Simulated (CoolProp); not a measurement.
Saturation properties of nitrogen.

The numbers come from the reference Helmholtz-energy equation of state, Span 2000 in CoolProp.

```csv
T (°C),p (MPa),liquid density (kg/m³),vapour Z,surface tension (mN/m),liquid conductivity (mW/(m K))
-177.45,0.5701,714.4,0.8555,4.94,109
-175.15,0.6756,701.2,0.8373,4.48,104
-172.75,0.8001,686.9,0.8169,4.01,99.3
-170.45,0.9340,672.6,0.7959,3.57,94.8
-168.05,1.090,656.8,0.7722,3.12,90.1
-165.75,1.257,640.8,0.7476,2.70,85.6
-163.45,1.440,623.8,0.7211,2.30,81.0
-161.05,1.652,604.5,0.6909,1.89,76.3
-158.75,1.875,584.3,0.6590,1.51,71.8
-156.45,2.120,561.8,0.6235,1.15,67.3
-154.05,2.399,534.8,0.5812,0.802,62.7
-151.75,2.692,503.5,0.5331,0.492,58.5
-149.35,3.027,459.3,0.4677,0.207,55.4
```

It boils at -195.8 °C under 1 atm.

Thermal conductivity comes from a separate model (Lemmon 2004). Surface tension comes from a separate correlation (Mulero 2012).
